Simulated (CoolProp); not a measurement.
Nitrogen at 293.15 K and 0.379 MPa is compressed adiabatically to 0.869 MPa with isentropic efficiency 0.85. Each further row changes one setting.

Model: reference Helmholtz-energy equation of state, Span 2000, in CoolProp.

```csv
case,work (kJ/kg),final temperature (K),final density (kg/m³)
as stated,95.9,385.4,7.58
efficiency 1,81.5,371.7,7.86
efficiency 0.65,125,413.5,7.06
```
